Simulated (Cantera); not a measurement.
Charge: 1 mol C2H6, 0.15 mol H2O, 0.74 mol H2, held at 600 K and 7.50 Torr.

Cantera equilibrium calculation (NASA polynomials, part measured and part estimated; ideal gas, pure solids and liquids). Candidate condensed phases: C, C6H6, C7H8, C8H18, H2O; 110 gas species. The numbers say what is thermodynamically allowed, not how fast it happens.

Base state: H2 0.604, CH4 0.345, H2O 0.0495, CO2 0.000931, CO 0.000402 (mole fractions); condensed: C(graphite).

### Question
What changes in the equilibrium state with this change: temperature from 600 K to 625 K?

### Answer
```json
[
 {"species": "H2", "before": "0.604", "after": "0.710"},
 {"species": "CH4", "before": "0.345", "after": "0.244"},
 {"species": "H2O", "before": "0.0495", "after": "0.0446"},
 {"species": "CO", "before": "0.000402", "after": "0.000908"},
 {"species": "CO2", "before": "0.000931", "after": "0.00118"},
 {"species": "C(graphite), mol", "before": "0.998", "after": "1.23"}
]
```

### Question
What changes in the equilibrium state with this change: temperature from 600 K to 1025 K?

### Answer
```json
[
 {"species": "H2", "before": "0.604", "after": "0.962"},
 {"species": "CO", "before": "0.000402", "after": "0.0371"},
 {"species": "CH4", "before": "0.345", "after": "0.000680"},
 {"species": "H2O", "before": "0.0495", "after": "9.46e-5"},
 {"species": "CO2", "before": "0.000931", "after": "4.72e-6"},
 {"species": "C(graphite), mol", "before": "0.998", "after": "1.85"}
]
```
